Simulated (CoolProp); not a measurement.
Saturation properties of n-dodecane.

Model: reference Helmholtz-energy equation of state, Lemmon 2004, in CoolProp. It is a short technical equation, of lower accuracy than the large ones.

| T (K) | p (MPa) | vapour density (kg/m³) | liquid cp (kJ/(kg K)) | liquid conductivity (mW/(m K)) |
|---|---|---|---|---|
| 356.2 | 0.0008648 | 0.04984 | 2.421 | 122 |
| 382.6 | 0.003126 | 0.1683 | 2.524 | 116 |
| 409 | 0.009178 | 0.4655 | 2.631 | 111 |
| 435.4 | 0.02286 | 1.103 | 2.738 | 106 |
| 461.8 | 0.04997 | 2.317 | 2.848 | 100 |
| 488.2 | 0.09837 | 4.442 | 2.959 | 95.3 |
| 514.6 | 0.1780 | 7.942 | 3.073 | 90.3 |
| 541 | 0.3007 | 13.50 | 3.195 | 85.3 |

It boils at 489.4 K under 1 atm.

Thermal conductivity comes from a separate model (Huber 2004).
